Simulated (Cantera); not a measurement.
A perfectly stirred reactor is fed with CH4 : O2 : N2 : H2O = 1 : 1.25 : 4.7 : 0.25 (molar parts), equivalence ratio 1.6, at 2.07 atm; it is adiabatic with a 750 K inlet, and is followed from long to short residence time, starting on the burning branch (τ in s: 0.027, 0.012, 0.0055, 0.0025, 0.0011, 0.00051, 0.00023, 0.0001, 4.7e-05, 2.1e-05, 9.7e-06, 4.4e-06).

Model: GRI-Mech 3.0 (53 species, 325 reactions), integrated in Cantera.

x: mole fraction; the columns are a selection and need not sum to one.

| τ (s) | T (K) | x CH4 | x O2 | x H2O | x H2 | x O |
|---|---|---|---|---|---|---|
| 0.027 | 2115 | 0.000827 | 0.000180 | 0.186 | 0.0945 | ? |
| 0.012 | 2115 | 0.00137 | 0.000373 | 0.187 | 0.0921 | ? |
| 0.0055 | 2114 | 0.00204 | 0.000735 | 0.189 | 0.0890 | ? |
| 0.0025 | 2110 | 0.00285 | 0.00143 | 0.191 | 0.0851 | ? |
| 0.0011 | 2098 | 0.00392 | 0.00282 | 0.192 | 0.0806 | ? |
| 0.00051 | 2072 | 0.00544 | 0.00548 | 0.193 | 0.0757 | ? |
| 0.00023 | 2003 | 0.00923 | 0.0128 | 0.191 | 0.0688 | ? |
| 0.00010 | 750 | 0.139 | 0.174 | 0.0347 | <1e-12 | <1e-12 |
| 4.7e-5 | 750 | 0.139 | 0.174 | 0.0347 | <1e-12 | <1e-12 |
| 2.1e-5 | 750 | 0.139 | 0.174 | 0.0347 | <1e-12 | <1e-12 |
| 9.7e-6 | 750 | 0.139 | 0.174 | 0.0347 | <1e-12 | <1e-12 |
| 4.4e-6 | 750 | 0.139 | 0.174 | 0.0347 | <1e-12 | <1e-12 |

### Question
What belongs in the gaps?

### Answer

- 0.027, x O: 2.10e-6
- 0.012, x O: 2.96e-6
- 0.0055, x O: 4.53e-6
- 0.0025, x O: 7.54e-6
- 0.0011, x O: 1.35e-5
- 0.00051, x O: 2.37e-5
- 0.00023, x O: 4.10e-5
